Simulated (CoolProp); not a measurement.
Vapour pressure (kPa) of methanol: the reference equation beside estimates from Tc = 513.4 K, pc = 8216 kPa, ω = 0.565. Clausius-Clapeyron is anchored at 326.9 K with a constant enthalpy of vaporisation of 35.93 kJ/mol.

The numbers come from the reference Helmholtz-energy equation of state, de Reuck 1993 in CoolProp.

```
T (K)  reference  Clausius-Clapeyron  van der Waals  Redlich-Kwong  Soave-Redlich-Kwong  Peng-Robinson
-----  ---------  ------------------  -------------  -------------  -------------------  -------------
289.6      10.73               11.92          495.2          85.35                8.576          9.421
302        20.68               21.99          636.2          136.3                17.60          18.96
314.4      37.64               38.66          802.4          207.9                33.68          35.68
326.9      65.39               65.39          997.6          305.9                60.90          63.61
339.3      108.2               106.0           1220          433.8                103.9          107.2
351.8      172.6          (withheld)     (withheld)          598.8                169.7          173.4
364.2      264.8               253.2           1763          803.3                265.1          268.7
376.7      395.1               375.3           2085           1056                400.5          403.2
389.1      571.3               540.9           2441           1358           (withheld)          585.0
401.5      805.6               762.2           2834           1716                828.7          826.1
414         1114                1055           3268           2138                 1149           1142
```

**Question.** Some entries are withheld; supply them.

**Answer.** 
- 351.8, Clausius-Clapeyron: 166.7
- 351.8, van der Waals: 1476
- 389.1, Soave-Redlich-Kwong: 584.3

Absolute difference from the reference over all 11 rows, mean and median: Clausius-Clapeyron 4.6 and 5.0 %, van der Waals 1318.0 and 755.2 %, Redlich-Kwong 303.3 and 246.9 %, Soave-Redlich-Kwong 6.2 and 3.1 %, Peng-Robinson 3.7 and 2.5 %.
